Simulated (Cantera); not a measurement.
**Stirred combustor or abatement burner**

A perfectly stirred reactor is fed with CH₄ : C₂H₆ : C₃H₈ : O₂ : N₂ : CO₂ = 1 : 0.83 : 0.67 : 13.5 : 130 : 25 (molar parts), equivalence ratio 0.61, at 1000000 Pa; it is adiabatic with a 675 K inlet, and is followed from long to short residence time, starting on the burning branch (τ in s: 0.06, 0.03, 0.015, 0.0076, 0.0038, 0.0019, 0.00098, 0.00049, 0.00025, 0.00013, 6.3e-05, 3.2e-05, 1.6e-05).

Model: GRI-Mech 3.0 (53 species, 325 reactions), integrated in Cantera.

```
τ (s)    T (K)     x CH₄   x C₂H₆   x C₃H₈      x H₂     x CH₂
-------  -----  --------  -------  -------  --------  --------
0.060     1125  0.000384  7.74e-5  6.31e-5  0.000179  2.23e-10
0.030      675   0.00585  0.00485  0.00392    <1e-12    <1e-12
0.015      675   0.00585  0.00485  0.00392    <1e-12    <1e-12
0.0076     675   0.00585  0.00485  0.00392    <1e-12    <1e-12
0.0038     675   0.00585  0.00485  0.00392    <1e-12    <1e-12
0.0019     675   0.00585  0.00485  0.00392    <1e-12    <1e-12
0.00098    675   0.00585  0.00485  0.00392    <1e-12    <1e-12
0.00049    675   0.00585  0.00485  0.00392    <1e-12    <1e-12
0.00025    675   0.00585  0.00485  0.00392    <1e-12    <1e-12
0.00013    675   0.00585  0.00485  0.00392    <1e-12    <1e-12
6.3e-5     675   0.00585  0.00485  0.00392    <1e-12    <1e-12
3.2e-5     675   0.00585  0.00485  0.00392    <1e-12    <1e-12
1.6e-5     675   0.00585  0.00485  0.00392    <1e-12    <1e-12
```
x: mole fraction; the columns are a selection and need not sum to one.
